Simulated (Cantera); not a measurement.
An adiabatic, constant-volume homogeneous reactor starts with H₂ : O₂ : N₂ = 1 : 0.385 : 1.45 (molar parts), at 1200 K and 5.00 bar. Integrator tolerance rtol = 1e-08.

Computed with Cantera and GRI-Mech 3.0 (53 species, 325 reactions). The hydrogen kinetics of GRI-Mech 3.0 are dated; newer H2 mechanisms differ, most at raised pressure. Above 3000 K some thermodynamic fits are extrapolated.

**Question.** What does this change do: N2 1.45 to 0.99 parts?

**Answer.** 
```csv
quantity,before,after
time of steepest temperature rise,16.2 µs,13.9 µs
temperature at 0.500 s,3110 K,3255 K
equilibrium temperature,3110 K,3255 K
x(H₂) at 0.500 s,0.103 (gas-phase equilibrium 0.103),0.131 (gas-phase equilibrium 0.131)
x(O₂) at 0.500 s,0.00252 (gas-phase equilibrium 0.00252),0.00475 (gas-phase equilibrium 0.00475)
x(NO) at 0.500 s,0.00510 (gas-phase equilibrium 0.00510),0.00740 (gas-phase equilibrium 0.00740)
x(O) at 0.500 s,0.00243 (gas-phase equilibrium 0.00243),0.00509 (gas-phase equilibrium 0.00509)
x(H) at 0.500 s,0.0209 (gas-phase equilibrium 0.0209),0.0344 (gas-phase equilibrium 0.0344)
x(N₂O) at 0.500 s,8.40e-7 (gas-phase equilibrium 8.40e-7),1.14e-6 (gas-phase equilibrium 1.14e-6)
x(H₂O₂) at 0.500 s,9.47e-7 (gas-phase equilibrium 9.47e-7),1.84e-6 (gas-phase equilibrium 1.84e-6)
```
